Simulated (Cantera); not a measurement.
Mixture: H2 : O2 : N2 = 1 : 0.556 : 2.09 (molar parts), equivalence ratio 0.90, at 1000000 Pa, adiabatic and at constant pressure. Ignition delay is the time to a rise of 400 K.

Model: GRI-Mech 3.0 (53 species, 325 reactions), integrated in Cantera. The hydrogen kinetics of GRI-Mech 3.0 are dated; newer H2 mechanisms differ, most at raised pressure. Where the delays flatten at high temperature, the 400 K rule measures the pace of heat release, not the induction time.

Problem. Predict: delay at 1250 K; delay at 1300 K; delay at 1350 K; delay at 1400 K; delay at 1450 K; delay at 1500 K; delay at 1550 K; apparent activation energy between 1450 and 1550 K.

Solution. 
| Item | Value |
|---|---|
| delay at 1250 K | 11.3 µs |
| delay at 1300 K | 5.02 µs |
| delay at 1350 K | 3.21 µs |
| delay at 1400 K | 2.33 µs |
| delay at 1450 K | 1.82 µs |
| delay at 1500 K | 1.48 µs |
| delay at 1550 K | 1.24 µs |
| apparent activation energy between 1450 and 1550 K | 72 kJ/mol |
